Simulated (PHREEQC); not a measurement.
## Brine: an equilibrium model

Consider water at 41 °C with 4.2 mol/kgw MgCl2 and 0.0029 mol/kgw Na2B4O7. Closed to the air; pH follows from the charge balance.

Model: Pitzer model, pitzer.dat, run in PHREEQC.

Each row changes one thing in this solution. This is a speciation only: nothing precipitates in the calculation.

```
case                                            pH  ionic strength (mol/kgw)
--------------------------------------  ----------  ------------------------
as made                                       5.61                      12.6
MgCl2 left out                                9.19                   0.00580
Na2B4O7 from 0.0029 to 0.00435 mol/kgw  (withheld)                      12.6
Na2B4O7 left out                              3.51                      12.6
temperature from 41 to 70 °C                  5.61                      12.6
MgCl2 from 4.2 to 3.78 mol/kgw                5.90                (withheld)
```

Q: What belongs in the gaps?

A: 
- Na2B4O7 from 0.0029 to 0.00435 mol/kgw, pH: 5.63
- MgCl2 from 4.2 to 3.78 mol/kgw, ionic strength (mol/kgw): 11.3

In brines, pH and single-ion activities rest on the MacInnes convention. At this temperature some constants are extrapolated from 25 °C, and those without enthalpy data are left unchanged.
